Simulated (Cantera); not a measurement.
An adiabatic, constant-volume homogeneous reactor starts with CH₄ : O₂ : N₂ = 1 : 2.5 : 9.4 (molar parts), equivalence ratio 0.80, at 1475 K and 750 Torr. Integrator tolerance rtol = 1e-08.

Model: GRI-Mech 3.0 (53 species, 325 reactions), integrated in Cantera.

```tsv
quantity	before	after
time of steepest temperature rise	1.33 ms	2.33 ms
temperature at 4.00 s	2814 K	2751 K
equilibrium temperature	2814 K	2751 K
x(CH₄) at 4.00 s	<1e-12 (gas-phase equilibrium <1e-12)	<1e-12 (gas-phase equilibrium <1e-12)
x(O₂) at 4.00 s	0.0405 (gas-phase equilibrium 0.0405)	0.00316 (gas-phase equilibrium 0.00316)
x(NO) at 4.00 s	0.0156 (gas-phase equilibrium 0.0156)	0.00411 (gas-phase equilibrium 0.00411)
x(H) at 4.00 s	0.00626 (gas-phase equilibrium 0.00626)	0.00826 (gas-phase equilibrium 0.00826)
x(H₂) at 4.00 s	0.0103 (gas-phase equilibrium 0.0103)	0.0279 (gas-phase equilibrium 0.0279)
x(HCO) at 4.00 s	3.16e-8 (gas-phase equilibrium 3.16e-8)	7.93e-8 (gas-phase equilibrium 7.93e-8)
```

What was changed between the two runs?
A) O2 2.5 to 1.6 parts
B) constant pressure in place of constant volume
C) pressure from 750 Torr to 3750 Torr
D) O2 2.5 to 1.3 parts

A, O2 2.5 to 1.6 parts
